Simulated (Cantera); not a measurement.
What does this Cantera script print?

```python
import numpy as np
import cantera as ct

gas = ct.Solution("gri30.yaml")
gas.TPX = 475, 500000, {'CH4': 1, 'C2H6': 1.2, 'O2': 4.43, 'N2': 14.2}
flame = ct.FreeFlame(gas, width=0.013)
flame.set_refine_criteria(ratio=3, slope=0.08, curve=0.16)
flame.transport_model = "mixture-averaged"
flame.solve(loglevel=0, auto=True)
flame.transport_model = "multicomponent"
flame.soret_enabled = True
flame.solve(loglevel=0, refine_grid=True)
z, T = flame.grid, flame.T
thick = (T[-1] - T[0]) / np.gradient(T, z).max()
show = ['CH4', 'C2H6', 'O2', 'CH2O', 'OH', 'H2']
print(f"laminar burning velocity  {flame.velocity[0] * 100:.3f} cm/s")
print(f"burnt temperature         {T[-1]:.1f} K")
print(f"thermal thickness         {thick * 1e3:.4f} mm")
print(f"grid points               {len(z)}")
z0 = z[flame.heat_release_rate.argmax()]
print(f"{'z/mm':>9s}{'T/K':>9s}{'u/(m/s)':>9s}" + "".join(f"{s:>11s}" for s in show))
rows = []
for k in (-3, -2, -1.5, -1, -0.5, -0.25, 0, 0.25, 0.5, 1, 2, 4, 8):
    zz = z0 + k * thick
    rows.append([k * thick, np.interp(zz, z, T), np.interp(zz, z, flame.velocity),
                 *(np.interp(zz, z, flame.X[gas.species_index(s)]) for s in show)])
    print(f"{rows[-1][0] * 1e3:9.3f}{rows[-1][1]:9.1f}{rows[-1][2]:9.3f}" + "".join(f"{x:11.3e}" for x in rows[-1][3:]))
```

It prints:

```
laminar burning velocity  47.646 cm/s
burnt temperature         2280.6 K
thermal thickness         0.1102 mm
grid points               154
     z/mm      T/K  u/(m/s)        CH4       C2H6         O2       CH2O         OH         H2
   -0.331    475.3    0.478  4.789e-02  5.751e-02  2.122e-01  1.313e-07  1.631e-15  1.920e-03
   -0.220    478.5    0.482  4.753e-02  5.735e-02  2.114e-01  2.596e-06  3.204e-13  5.205e-03
   -0.165    494.5    0.501  4.659e-02  5.709e-02  2.094e-01  2.111e-05  1.154e-11  9.432e-03
   -0.110    607.6    0.623  4.290e-02  5.499e-02  1.983e-01  2.419e-04  1.731e-09  1.823e-02
   -0.055   1119.3    1.191  3.143e-02  3.472e-02  1.421e-01  1.881e-03  7.332e-06  3.560e-02
   -0.028   1554.6    1.704  2.109e-02  1.171e-02  8.853e-02  2.018e-03  1.183e-04  4.653e-02
    0.000   1936.7    2.169  8.906e-03  6.072e-04  3.838e-02  5.687e-04  7.151e-04  5.315e-02
    0.028   2131.4    2.400  2.325e-03  1.120e-05  1.273e-02  1.547e-04  1.520e-03  5.455e-02
    0.055   2202.5    2.479  6.448e-04  7.473e-07  3.980e-03  5.025e-05  1.799e-03  5.558e-02
    0.110   2241.3    2.518  9.832e-05  1.542e-08  5.084e-04  7.372e-06  1.637e-03  5.774e-02
    0.220   2258.8    2.534  1.008e-05  1.245e-10  6.398e-05  5.829e-07  1.242e-03  5.933e-02
    0.441   2270.0    2.545  8.167e-07  6.041e-13  2.534e-05  4.198e-08  8.714e-04  5.984e-02
    0.882   2277.1    2.552  5.610e-08  2.929e-15  1.160e-05  1.270e-08  6.026e-04  6.001e-02
```

Model: GRI-Mech 3.0 (53 species, 325 reactions), integrated in Cantera. Burning velocities carry a grid error of a few per cent, more on coarse grids.
